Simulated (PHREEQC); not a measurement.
Solution (85 °C): 0.0079 mol/kgw H2SO4 and 0.00015 mol/kgw Al2(SO4)3. Closed to the air; pH follows from the charge balance.

Model: ion-association model, phreeqc.dat, run in PHREEQC.

```tsv
quantity	before	after
pH	2.06	1.17
ionic strength (mol/kgw)	0.0126	0.0900
HSO4- (mol/kgw)	0.00597	0.0740
SO4-2 (mol/kgw)	0.00214	0.00522
```

Name the change that produced these shifts.
A. Al2(SO4)3 from 0.00015 to 7.5e-05 mol/kgw
B. temperature from 85 to 25 °C
C. Al2(SO4)3 left out
D. H2SO4 from 0.0079 to 0.079 mol/kgw
E. H2SO4 left out

D, H2SO4 from 0.0079 to 0.079 mol/kgw

Precipitation was switched off in this run. Away from 25 °C the constants follow the database's enthalpies or fits; those with neither stay at their 25 °C values.
